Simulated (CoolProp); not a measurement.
Vapour pressure (kPa) of n-heptane: the reference equation beside estimates from Tc = 268.1 °C, pc = 2774 kPa, ω = 0.349. Clausius-Clapeyron is anchored at 114.15 °C with a constant enthalpy of vaporisation of 30.58 kJ/mol.

Model: reference Helmholtz-energy equation of state, Span 2003, in CoolProp. It is a short technical equation, of lower accuracy than the large ones.

```json
[
 {"T (°C)": "94.65", "reference": "90.68", "Clausius-Clapeyron": "95.22", "van der Waals": "477.2", "Redlich-Kwong": "187.9", "Peng-Robinson": "89.92"},
 {"T (°C)": "114.15", "reference": "157.5", "Clausius-Clapeyron": "157.5", "van der Waals": "621.6", "Redlich-Kwong": "291.3", "Peng-Robinson": "156.1"},
 {"T (°C)": "133.65", "reference": "257.4", "Clausius-Clapeyron": "248.3", "van der Waals": "791.8", "Redlich-Kwong": "430.2", "Peng-Robinson": "255.4"},
 {"T (°C)": "153.05", "reference": "398.9", "Clausius-Clapeyron": "374.7", "van der Waals": "988.1", "Redlich-Kwong": "609.1", "Peng-Robinson": "396.6"},
 {"T (°C)": "172.55", "reference": "593.8", "Clausius-Clapeyron": "546.6", "van der Waals": "1214", "Redlich-Kwong": "835.2", "Peng-Robinson": "592.3"},
 {"T (°C)": "192.05", "reference": "853.2", "Clausius-Clapeyron": "772.4", "van der Waals": "1470", "Redlich-Kwong": "1113", "Peng-Robinson": "853.8"},
 {"T (°C)": "211.55", "reference": "1190", "Clausius-Clapeyron": "1062", "van der Waals": "1757", "Redlich-Kwong": "1447", "Peng-Robinson": "1195"},
 {"T (°C)": "230.95", "reference": "1618", "Clausius-Clapeyron": "1422", "van der Waals": "2075", "Redlich-Kwong": "1839", "Peng-Robinson": "1627"}
]
```

Absolute difference from the reference over all 8 rows, mean and median: Clausius-Clapeyron 6.9 and 7.0 %, van der Waals 166.1 and 126.1 %, Redlich-Kwong 52.3 and 46.7 %, Peng-Robinson 0.5 and 0.6 %.
